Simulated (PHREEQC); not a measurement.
Make-up at 10 °C: 0.00028 mol/kgw H4SiO4 and 0.2 mol/kgw NH4Cl. Closed to the air; pH follows from the charge balance.

Computed with PHREEQC (ion-association model, phreeqc.dat).

Each row changes one thing in this solution. No solid was allowed to form.

```
case                                              pH  ionic strength (mol/kgw)  SI of Chalcedony (SiO2)
----------------------------------------------  ----  ------------------------  -----------------------
as made                                         5.35                     0.200                    +0.21
0.017 mol/kgw KOH added                         8.88                     0.200                    +0.17
NH4Cl from 0.2 to 0.22 mol/kgw                  5.34                     0.220                    +0.21
0.09 mol/kgw HCl added                          1.15                     0.290                    +0.22
NH4Cl replaced by BaCl2 at the same molality    6.72                     0.600                    +0.25
NH4Cl left out                                  6.79                   1.62e-7                    +0.18
temperature from 10 to 35 °C                    4.97                     0.200                    -0.09
H4SiO4 replaced by H2SiF6 at the same molality  3.12                     0.201                    +0.10
diluted 2-fold with water                       5.47                     0.100                    -0.11
```

Some of these states are supersaturated (in Quartz (slow to form), Chalcedony (slow to form), for instance). Away from 25 °C the constants follow the database's enthalpies or fits; those with neither stay at their 25 °C values.
